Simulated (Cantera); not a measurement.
A closed system holds: 1 mol SiCl₄, 46 mol NH₃, 2.9 mol H₂, 60 mol N₂, held at 13.3 mbar.

Equilibrium computed with Cantera from the NASA thermochemical tables; the gas is ideal and each condensed phase is pure. Candidate condensed phases: NH₄Cl, Si, Si₃N₄; 28 gas species. Kinetics and transport are ignored.

**Question.** At 1327 °C, list the 6 most abundant gas species with their mole fractions, and the condensed phases.

**Answer.** N₂ 0.527, H₂ 0.448, HCl 0.0244, SiCl₂ 0.000561, H 0.000315, Cl 1.36e-5. Condensed: Si₃N₄(s).
